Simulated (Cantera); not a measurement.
# Premixed flame

A freely propagating, adiabatic, planar premixed flame of 13.1 % CH₄, 1.31 % CO, 18.0 % O₂, 67.5 % N₂, unburnt at 400 K and 0.450 bar; mixture-averaged transport, grid criteria slope 0.08 and curve 0.16, no radiation.

Model: GRI-Mech 3.0 (53 species, 325 reactions), integrated in Cantera. Burning velocities carry a grid error of a few per cent, more on coarse grids.

| z (mm) | T (K) | u (m/s) | x CH₄ | x CO | x O₂ | x HCO | x CO₂ | x HCN |
|---|---|---|---|---|---|---|---|---|
| -4.83 | 401 | 0.287 | 0.131 | 0.0131 | 0.179 | <1e-8 | 3.84e-7 | <1e-8 |
| -3.22 | 405 | 0.292 | 0.130 | 0.0131 | 0.178 | <1e-8 | 5.83e-6 | <1e-8 |
| -2.42 | 423 | 0.307 | 0.127 | 0.0134 | 0.176 | <1e-8 | 4.40e-5 | 5.78e-8 |
| -1.61 | 545 | 0.402 | 0.117 | 0.0167 | 0.166 | <1e-8 | 0.000611 | 7.85e-7 |
| -0.805 | 1019 | 0.771 | 0.0788 | 0.0368 | 0.121 | 1.61e-7 | 0.00575 | 6.86e-6 |
| -0.403 | 1401 | 1.08 | 0.0445 | 0.0590 | 0.0768 | 4.38e-6 | 0.0128 | 1.49e-5 |
| 0 | 1735 | 1.35 | 0.0137 | 0.0821 | 0.0310 | 1.39e-5 | 0.0227 | 2.89e-5 |
| 0.403 | 1890 | 1.47 | 0.00277 | 0.0913 | 0.00829 | 7.32e-6 | 0.0310 | 4.63e-5 |
| 0.805 | 1938 | 1.51 | 0.000731 | 0.0919 | 0.00203 | 2.26e-6 | 0.0362 | 5.50e-5 |
| 1.61 | 1961 | 1.52 | 0.000132 | 0.0903 | 0.000161 | 3.62e-7 | 0.0408 | 5.35e-5 |
| 3.22 | 1970 | 1.53 | 2.22e-5 | 0.0893 | 1.46e-5 | 7.36e-8 | 0.0429 | 4.13e-5 |
| 6.44 | 1975 | 1.53 | 3.00e-6 | 0.0892 | 8.49e-6 | 3.36e-8 | 0.0433 | 2.53e-5 |
| 12.9 | 1979 | 1.54 | 2.14e-7 | 0.0894 | 5.21e-6 | 2.41e-8 | 0.0432 | 1.18e-5 |
x: mole fraction of selected species; z is measured from the peak of heat release.

```
Quantity                     Result
------------------------  ---------
laminar burning velocity  28.5 cm/s
thermal thickness           1.61 mm
peak x(HCO)                 1.39e-5
peak x(HCN)                 5.60e-5
grid points                     133
```
